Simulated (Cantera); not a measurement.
Charge: 1 mol CH₄, 0.032 mol NH₃, 0.34 mol H₂, equilibrated at 2275 K and 0.110 bar.

Equilibrium computed with Cantera from the NASA thermochemical tables; the gas is ideal and each condensed phase is pure. Candidate condensed phases: C, C₆H₆, C₇H₈, C₈H₁₈; 92 gas species. Kinetics and transport are ignored.

Base state: H₂ 0.963, H 0.0251, N₂ 0.00511, C₂H₂ (acetylene) 0.00367, HCN 0.00268, HNC 0.000236, CH₄ 2.30e-5, CH₃ 1.13e-5 (mole fractions); condensed: C(graphite).

Question: What changes in the equilibrium state with this change: temperature from 2275 K to 2075 K?

Answer: 
| species | before | after |
|---|---|---|
| H₂ | 0.963 | 0.983 |
| H | 0.0251 | 0.00796 |
| N₂ | 0.00511 | 0.00584 |
| C₂H₂ (acetylene) | 0.00367 | 0.00122 |
| HNC | 0.000236 | 9.62e-5 |
| CH₃ | 1.13e-5 | 5.91e-6 |
| HCN | 0.00268 | 0.00148 |
| C(graphite), mol | 0.975 | 0.990 |

Question: What changes in the equilibrium state with this change: NH₃ from 0.032 to 0.082 mol?

Answer: 
| species | before | after |
|---|---|---|
| H₂ | 0.963 | 0.953 |
| H | 0.0251 | 0.0250 |
| N₂ | 0.00511 | 0.0138 |
| HCN | 0.00268 | 0.00437 |
| HNC | 0.000236 | 0.000385 |
| CH₄ | 2.30e-5 | 2.25e-5 |
| CH₃ | 1.13e-5 | 1.11e-5 |
| C(graphite), mol | 0.975 | 0.969 |
